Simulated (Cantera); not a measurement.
Input: 1 mol Si, 7.9 mol Cl2, 1.5 mol N2, equilibrated at 1500 K and 0.133 bar.

These are equilibrium values from Cantera (NASA tables, ideal gas, pure condensed phases), not measurements of a reactor. Candidate condensed phases: Si, Si3N4; 13 gas species. The tables' values for SiCl3 are old estimates; treat these amounts as uncertain. Equilibrium is a limit: real reactors are often held back by kinetics, nucleation or transport.

Base state: Cl2 0.597, N2 0.168, Cl 0.124, SiCl4 0.112, SiCl3 1.22e-5 (mole fractions); condensed: gas only.

### Question
What changes in the equilibrium state with this change: 0.059 mol H2O added?

### Answer
```csv
species,before,after
Cl2,0.597,0.591
N2,0.168,0.166
Cl,0.124,0.123
HCl,0,0.0130
SiCl4,0.112,0.107
SiCl3,1.22e-5,1.17e-5
"SiO2(β-quartz), mol",0,0.0295
```
The tables hold silica as quartz up to 1696 K and as liquid above; real silica turns to tridymite and cristobalite and melts near 1996 K. Further candidate phases: H2O, NH4Cl, SiO2, Si2N2O.

### Question
What changes in the equilibrium state with this change: pressure from 0.133 bar to 2.20 Pa?

### Answer
```tsv
species	before	after
Cl	0.124	0.822
N2	0.168	0.104
SiCl4	0.112	0.0615
Cl2	0.597	0.00435
SiCl2	4.20e-9	0.00192
SiCl3	1.22e-5	0.00610
```
